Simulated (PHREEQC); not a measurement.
Solution (20 °C): 0.00092 mol H2SeO3 and 0.0011 mol H2SO4 per kg of water. Closed to the air; pH follows from the charge balance.

Computed with PHREEQC (ion-association model, wateq4f.dat).

The ionic strength comes out as 0.00340 mol/kgw. What activity coefficients do HSO4-, SO4-2, HSeO3-, H+ get?

HSO4- 0.94, SO4-2 0.78, HSeO3- 0.94, H+ 0.94.

No solid was allowed to form.
